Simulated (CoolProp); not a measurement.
A single-stage vapour-compression cycle with hydrogen sulfide: evaporating at 221.15 K (dew point), condensing at 282.15 K (bubble point), superheat 2 K, subcooling 2 K, compressor efficiency 0.6, no pressure losses. Each further row changes one setting.

Values from CoolProp's reference Helmholtz-energy equation of state, Lemmon 2006. It is a short technical equation, of lower accuracy than the large ones.

```json
[
 {"case": "as stated", "cooling COP": "1.66", "pressure ratio": "8.79", "discharge temperature (K)": "472.7", "refrigerating effect (kJ/kg)": "418", "volumetric capacity (kJ/m³)": "1200"},
 {"case": "evaporating temperature 226.15 K", "cooling COP": "(withheld)", "pressure ratio": "7.01", "discharge temperature (K)": "449.9", "refrigerating effect (kJ/kg)": "422", "volumetric capacity (kJ/m³)": "1490"},
 {"case": "condensing temperature 277.15 K", "cooling COP": "1.85", "pressure ratio": "7.64", "discharge temperature (K)": "453.3", "refrigerating effect (kJ/kg)": "428", "volumetric capacity (kJ/m³)": "1230"},
 {"case": "subcooling 7 K", "cooling COP": "(withheld)", "pressure ratio": "8.79", "discharge temperature (K)": "472.7", "refrigerating effect (kJ/kg)": "428", "volumetric capacity (kJ/m³)": "1230"},
 {"case": "superheat 12 K", "cooling COP": "(withheld)", "pressure ratio": "8.79", "discharge temperature (K)": "(withheld)", "refrigerating effect (kJ/kg)": "428", "volumetric capacity (kJ/m³)": "(withheld)"},
 {"case": "compressor efficiency 0.5", "cooling COP": "1.38", "pressure ratio": "8.79", "discharge temperature (K)": "517.5", "refrigerating effect (kJ/kg)": "418", "volumetric capacity (kJ/m³)": "1200"}
]
```

Q: Some entries are withheld; supply them.

A: 
- evaporating temperature 226.15 K, cooling COP: 1.90
- subcooling 7 K, cooling COP: 1.70
- superheat 12 K, cooling COP: 1.62
- superheat 12 K, discharge temperature (K): 493.0
- superheat 12 K, volumetric capacity (kJ/m³): 1170
